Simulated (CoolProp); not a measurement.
Aqueous potassium carbonate as a coolant, 13 % by mass, freezing at -4.9 °C, 1 atm.

The numbers come from the Melinder's fits for secondary coolants in CoolProp.

| T (°C) | cp (kJ/(kg K)) | conductivity (W/(m K)) | density (kg/m³) | viscosity (mPa s) |
|---|---|---|---|---|
| 0.5 | 3.543 | 0.554 | 1126 | 2.26 |
| 6.2 | 3.553 | 0.563 | 1125 | 1.92 |
| 11.9 | 3.564 | 0.572 | 1123 | 1.66 |
| 17.6 | 3.574 | 0.581 | 1121 | 1.45 |
| 23.3 | 3.584 | 0.591 | 1118 | 1.29 |
| 29 | 3.594 | 0.601 | 1116 | 1.14 |
| 34.7 | 3.603 | 0.610 | 1114 | 1.02 |
